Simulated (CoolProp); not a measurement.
Saturation properties of nitrous oxide.

Values from CoolProp's reference Helmholtz-energy equation of state, Lemmon 2006. It is a short technical equation, of lower accuracy than the large ones.

| T (K) | p (kPa) | vapour density (kg/m³) | enthalpy of vaporisation (kJ/kg) |
|---|---|---|---|
| 187.8 | 121.6 | 3.534 | ___ |
| 195.7 | 187.6 | 5.290 | 361.6 |
| 203.6 | 278.5 | 7.654 | 352.0 |
| 211.5 | 400.0 | 10.76 | ___ |
| 219.4 | 557.9 | 14.75 | 331.2 |
| 227.3 | 758.7 | 19.81 | 319.9 |
| 235.2 | 1009 | 26.14 | ___ |
| 243.1 | 1315 | 34.00 | ___ |
| 251 | 1685 | 43.71 | 280.6 |
| 258.9 | ___ | 55.70 | ___ |
| 266.8 | 2643 | 70.56 | ___ |
| 274.7 | 3248 | ___ | 228.7 |

Question: Some entries are withheld; supply them.

Answer: 
- 187.8, enthalpy of vaporisation (kJ/kg): 370.7
- 211.5, enthalpy of vaporisation (kJ/kg): 341.9
- 235.2, enthalpy of vaporisation (kJ/kg): 307.8
- 243.1, enthalpy of vaporisation (kJ/kg): 294.8
- 258.9, p (kPa): 2125
- 258.9, enthalpy of vaporisation (kJ/kg): 265.1
- 266.8, enthalpy of vaporisation (kJ/kg): 248.0
- 274.7, vapour density (kg/m³): 89.18

It boils at 184.7 K under 1 atm.
